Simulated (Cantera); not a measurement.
Charge: 1 mol MgO, 3.6 mol CO, 3.2 mol H2, 0.46 mol CH4, equilibrated at 1330 Pa.

These are equilibrium values from Cantera (NASA tables, ideal gas, pure condensed phases), not measurements of a reactor. Candidate condensed phases: C, C6H6, C7H8, C8H18, H2O, Mg, MgCO3, MgO, Mg(OH)2; 116 gas species. Kinetics and transport are ignored.

Question: What share of the Mg ends up in condensed phases as a function of T (K), at 1673, 1773, 1873, 1973, 2073, 2173, 2273?

Answer: 
```csv
T (K),Mg condensed (%),as
1673,54.0,MgO(s)
1773,53.7,MgO(s)
1873,52.5,MgO(s)
1973,47.6,MgO(s)
2073,33.9,MgO(s)
2173,5.7,MgO(s)
2273,0.0,-
```
